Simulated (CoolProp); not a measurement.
Vapour-liquid equilibrium of carbon monoxide (1) + methane (2) at 112.9 K; x and y are mole fractions of (1).

Computed with CoolProp (multi-fluid Helmholtz-energy mixture model, Lemmon 2006 and Setzmann 1991; pair parameters Kunz 2012).

Task: Give the bubble pressure and the first vapour's composition at x = 0.35, 0.5, 0.65. Is there an azeotrope?

Result: x = 0.35: 0.5710 MPa, y = 0.848; x = 0.5: 0.7431 MPa, y = 0.899; x = 0.65: 0.8943 MPa, y = 0.931. No azeotrope shows between x = 0.05 and 0.95.

The pair parameters rest on a limited set of measurements; away from them the model extrapolates. The gap from Raoult's law changes sign with composition, which may be real or a fault of the pair parameters; it wasn't checked against measurements.
